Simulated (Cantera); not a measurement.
Input: 1 mol B2O3, 0.6 mol NH3, 0.64 mol N2, held at 1375 K and 0.100 bar.

Method: chemical equilibrium by Gibbs-energy minimisation in Cantera with the NASA 1993 tables (ideal gas, pure condensed phases). Mutual solubility and eutectic melting of coexisting phases are not modelled. Gases not in the tables: H3BO3. Rates play no part.

```
species         before    after
------------  --------  -------
N2               0.510    0.455
H2               0.487    0.401
B2O3           1.32e-5   0.0673
HBO            6.73e-5   0.0275
HBO2          0.000878   0.0384
B2O2           1.00e-7  0.00656
BO             3.31e-8  0.00125
H              7.56e-6  0.00108
H2O            0.00149  0.00177
BN(s), mol     0.00232        0
B2O3(l), mol     0.998    0.778
```
Gas species are given as mole fractions.

Problem. What was changed between the two runs?
(A) temperature from 1375 K to 1850 K
(B) temperature from 1375 K to 2348 K
(C) pressure from 0.100 bar to 0.280 bar
(D) temperature from 1375 K to 1950 K

Solution. A, temperature from 1375 K to 1850 K
